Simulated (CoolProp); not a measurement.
Values from CoolProp's reference Helmholtz-energy equation of state, Lemmon 2005. It is a short technical equation, of lower accuracy than the large ones.

Problem. For trans-2-butene, give the phase and the density (kg/m³), cv (kJ/(kg K)) at 387.4 K and 7.18 bar; 387.4 K and 43.1 bar.

Solution. 
- 387.4 K and 7.18 bar: gas; density 13.8, cv 1.79
- 387.4 K and 43.1 bar: liquid; density 479, cv 1.91
